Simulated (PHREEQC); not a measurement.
Dissolve 0.036 mol NH4HF2, 0.0078 mol H2SiF6, 0.0029 mol HBF4 and 0.012 mol HCl per kg of water at 25 °C. Closed to the air; pH follows from the charge balance.

All values are PHREEQC results (ion-association model, phreeqc.dat), not measurements.

```json
{
 "pH": "2.29",
 "ionic_strength": "0.0498 mol/kgw",
 "total_alkalinity": "-106 meq/kg"
}
```

```json
[
 {"species": "HF", "molality": "0.0584", "activity": "0.0590", "log γ": "0.005"},
 {"species": "NH4+", "molality": "0.0360", "activity": "0.0289", "log γ": "-0.096"},
 {"species": "Cl-", "molality": "0.0120", "activity": "0.00978", "log γ": "-0.089"},
 {"species": "F-", "molality": "0.00942", "activity": "0.00765", "log γ": "-0.091"},
 {"species": "SiF6-2", "molality": "0.00780", "activity": "0.00362", "log γ": "-0.333"},
 {"species": "H+", "molality": "0.00603", "activity": "0.00515", "log γ": "-0.069"},
 {"species": "BF4-", "molality": "0.00288", "activity": "0.00237", "log γ": "-0.085"},
 {"species": "HF2-", "molality": "0.00211", "activity": "0.00173", "log γ": "-0.085"},
 {"species": "BF3OH-", "molality": "1.79e-5", "activity": "1.47e-5", "log γ": "-0.085"},
 {"species": "BF2(OH)2-", "molality": "4.14e-7", "activity": "3.40e-7", "log γ": "-0.085"},
 {"species": "H3BO3", "molality": "2.61e-8", "activity": "2.64e-8", "log γ": "0.005"},
 {"species": "NH3", "molality": "3.16e-9", "activity": "3.19e-9", "log γ": "0.005"}
]
```

Precipitation was switched off in this run. SiF6-2 is the database's only silicon fluoride. Real BF4- forms and hydrolyses slowly; the run takes it at equilibrium.
